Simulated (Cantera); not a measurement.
A Cantera script and what it prints.

```python
import numpy as np
import cantera as ct

gas_names = """
    O2 N2
""".split()
cond_names = """
    V(cr) VN(s) VO(s) V2O3(s) V2O4(II) V2O5(L)
""".split()


def load(file, names, dense=False):
    # The tables refer to 1 bar. Condensed volumes are neglected.
    table = {s.name: s for s in ct.Species.list_from_file(file)}
    out = []
    for n in names:
        d = dict(table[n].input_data)
        d["thermo"] = dict(d["thermo"], **{"reference-pressure": 1e5})
        if dense:
            d["equation-of-state"] = {"model": "constant-volume", "density": "1e6 g/cm^3"}
        out.append(ct.Species.from_dict(d))
    return out


species = {s.name: s for s in load("nasa_gas.yaml", gas_names) + load("nasa_condensed.yaml", cond_names)}
T = 1475
g = {n: (s.thermo.h(T) - T * s.thermo.s(T)) / (ct.gas_constant * T * np.log(10)) for n, s in species.items()}
valid = cond_names  # the entries whose range holds T


def stable(la, lb):
    # potentials (over RT ln 10) of the two non-metals from log10 p(O2) and log10 p(N2) in bar
    mu = {}
    mu["O"] = (g["O2"] + la) / 2
    mu["N"] = (g["N2"] + lb) / 2
    cost = {}
    for n in valid:
        c = species[n].composition
        cost[n] = (g[n] - sum(c.get(e, 0) * m for e, m in mu.items())) / c["V"]
    return min(cost, key=cost.get)


results = []
for lb in [0, -1.4, -2.8, -4.2, -5.6, -7, -8.4, -9.8, -11.2, -12.6, -14]:
    row = [stable(la, lb) for la in [-8, -7.6, -7.2, -6.9, -6.5, -6.1, -5.7, -5.3, -5, -4.6, -4.2, -3.8, -3.4, -3, -2.7, -2.3, -1.9, -1.5, -1.1, -0.8, -0.4, 0]]
    results.append(row)
    print(f"{lb:6.1f}  " + " ".join(f"{valid.index(n):x}" for n in row))
print("key: " + ", ".join(f"{i:x} {n}" for i, n in enumerate(valid)))
```

Result:

```
   0.0  3 3 3 4 4 4 4 4 4 4 4 4 4 4 4 4 4 5 5 5 5 5
  -1.4  3 3 3 4 4 4 4 4 4 4 4 4 4 4 4 4 4 5 5 5 5 5
  -2.8  3 3 3 4 4 4 4 4 4 4 4 4 4 4 4 4 4 5 5 5 5 5
  -4.2  3 3 3 4 4 4 4 4 4 4 4 4 4 4 4 4 4 5 5 5 5 5
  -5.6  3 3 3 4 4 4 4 4 4 4 4 4 4 4 4 4 4 5 5 5 5 5
  -7.0  3 3 3 4 4 4 4 4 4 4 4 4 4 4 4 4 4 5 5 5 5 5
  -8.4  3 3 3 4 4 4 4 4 4 4 4 4 4 4 4 4 4 5 5 5 5 5
  -9.8  3 3 3 4 4 4 4 4 4 4 4 4 4 4 4 4 4 5 5 5 5 5
 -11.2  3 3 3 4 4 4 4 4 4 4 4 4 4 4 4 4 4 5 5 5 5 5
 -12.6  3 3 3 4 4 4 4 4 4 4 4 4 4 4 4 4 4 5 5 5 5 5
 -14.0  3 3 3 4 4 4 4 4 4 4 4 4 4 4 4 4 4 5 5 5 5 5
key: 0 V(cr), 1 VN(s), 2 VO(s), 3 V2O3(s), 4 V2O4(II), 5 V2O5(L)
```

Standard-state values (1 bar) from the NASA 1993 polynomials, evaluated with Cantera. VN, VO: taken at fixed stoichiometry. Not in the tables: V3O5 to V6O13, V2N.
